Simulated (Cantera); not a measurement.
Cantera run:

```python
import numpy as np
import cantera as ct

gas_names = """
    C CO CO2 C2 C2O C3 C3O2 C4 C5 Mg MgO Mg2 O O2 O3
""".split()
cond_names = """
    C(gr) Mg(cr) Mg(L) MgCO3(s) MgO(s) MgO(L)
""".split()


def load(file, names, dense=False):
    # The tables refer to 1 bar. Condensed volumes are neglected.
    table = {s.name: s for s in ct.Species.list_from_file(file)}
    out = []
    for n in names:
        d = dict(table[n].input_data)
        d["thermo"] = dict(d["thermo"], **{"reference-pressure": 1e5})
        if dense:
            d["equation-of-state"] = {"model": "constant-volume", "density": "1e6 g/cm^3"}
        out.append(ct.Species.from_dict(d))
    return out


gas = ct.Solution(thermo="ideal-gas", species=load("nasa_gas.yaml", gas_names))
cond = {s.name: ct.Solution(thermo="fixed-stoichiometry", species=[s], name=s.name)
        for s in load("nasa_condensed.yaml", cond_names, dense=True)}
atoms = {
    'MgCO3': {'Mg': 1, 'C': 1, 'O': 3},
    'O2': {'O': 2},
}
top_T = {'C(gr)': 4500}  # K; cautious upper limits of use, not melting points


def equilibrate(T, P, feed):
    n = {}
    for name, mol in feed.items():
        for a, k in atoms[name].items():
            n[a] = n.get(a, 0.0) + k * mol
    gas.TPX = T, P, n
    mass = sum(n.values()) * gas.mean_molecular_weight
    gas.equilibrate("TP")
    valid = [c for c in cond.values() if c.min_temp <= T <= top_T.get(c.name, c.max_temp)]
    mix = ct.Mixture([(gas, mass / gas.mean_molecular_weight)] + [(c, 0.0) for c in valid])
    mix.T, mix.P = T, P
    mix.equilibrate("TP", solver="vcs", rtol=1e-11, max_steps=5000)
    return mix


results = []
feed = {'MgCO3': 1, 'O2': 0.23}  # mol
T = 825  # K
P = 101325  # Pa
mix = equilibrate(T, P, feed)
results.append((T, P, feed, dict(zip(mix.species_names, mix.species_moles))))
print(gas.report(threshold=0.0001))
for i in range(1, mix.n_phases):
    print(f"{mix.phase(i).name:16s} {mix.phase_moles(i):12.5e} mol")
```

Output:

```
       temperature   825 K
          pressure   1.0132e+05 Pa
           density   0.61691 kg/m^3
  mean mol. weight   41.763 kg/kmol
   phase of matter   gas

                          1 kg             1 kmol
                     ---------------   ---------------
          enthalpy       -7.1166e+06       -2.9721e+08  J
   internal energy       -7.2809e+06       -3.0407e+08  J
           entropy            6197.8        2.5884e+05  J/K
    Gibbs function        -1.223e+07       -5.1075e+08  J
 heat capacity c_p              1161             48488  J/K
 heat capacity c_v            961.94             40173  J/K

                      mass frac. Y      mole frac. X     chem. pot. / RT
                     ---------------   ---------------   ---------------
               CO2           0.85673           0.81301           -85.207
                O2           0.14327           0.18699           -27.732
     [  +13 minor]        1.2167e-13        2.1261e-13

C(gr)             0.00000e+00 mol
Mg(cr)            0.00000e+00 mol
MgCO3(s)          0.00000e+00 mol
MgO(s)            1.00000e+00 mol
```

Equilibrium computed with Cantera from the NASA thermochemical tables; the gas is ideal and each condensed phase is pure.
